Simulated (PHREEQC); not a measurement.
## Ultrapure water in contact with air or piping (model solution)

Synthetic water in mg/L, 25 °C, pH 6.19, pe 9:

```json
[
 {"constituent": "Na", "mg/L": "0.0136"},
 {"constituent": "K", "mg/L": "0.0369"},
 {"constituent": "Ca", "mg/L": "0.0104"},
 {"constituent": "Mg", "mg/L": "0.00289"},
 {"constituent": "Cl", "mg/L": "0.0315"},
 {"constituent": "S(6) as SO4", "mg/L": "0.0322"},
 {"constituent": "Alkalinity as HCO3", "mg/L": "0.0521"},
 {"constituent": "Si as SiO2", "mg/L": "0.000508"},
 {"constituent": "Zn", "mg/L": "0.00179"},
 {"constituent": "O(0) (dissolved oxygen)", "mg/L": "0.000214"},
 {"constituent": "F", "mg/L": "0.000213"},
 {"constituent": "N(5) as NO3", "mg/L": "4.7e-05"},
 {"constituent": "B", "mg/L": "0.000146"}
]
```

Na is adjusted to close the charge balance.
Valence states are taken as typed.

All values are PHREEQC results (ion-association model, phreeqc.dat), not measurements.

No solid was allowed to form.

Problem. Predict the ionic strength.

Solution. ionic strength 3.81e-6 mol/kgw.

Problem. In which forms is C present?

Solution. CO2 59 %, HCO3- 41 % of the C.

SiF6-2 is the database's only silicon fluoride. Real BF4- forms and hydrolyses slowly; the run takes it at equilibrium.
